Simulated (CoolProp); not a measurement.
The fluid at 293.15 K and 0.46 MPa flows at 1.8 m/s in a round tube of 1 mm bore and 0.25 µm roughness, fully developed (64/Re and Nu = 3.66 if laminar; Colebrook and Gnielinski if turbulent). The same conditions are run with several fluids, on thermodynamics alone (safety and materials aside).

Computed with CoolProp (reference Helmholtz-energy equation of state of each fluid (nitrogen: Span 2000; normal hydrogen: Leachman 2009; R410A: Lemmon 2003)). Blends and air are pseudo-pure fits.

```csv
fluid,Reynolds number,Darcy friction factor,pressure drop (Pa/m),heat-transfer coefficient (W/(m² K)),mass flow (kg/h)
nitrogen,?,?,1020,93.7,?
normal hydrogen,77.6,?,507,673,0.00193
R410A,2070,?,736,48.9,?
```

Task: Fill in the missing entries.

Result: 
- nitrogen, Reynolds number: 541
- nitrogen, Darcy friction factor: 0.118
- nitrogen, mass flow (kg/h): 0.0269
- normal hydrogen, Darcy friction factor: 0.825
- R410A, Darcy friction factor: 0.0310
- R410A, mass flow (kg/h): 0.0747

Transport values come from each fluid's own correlations.
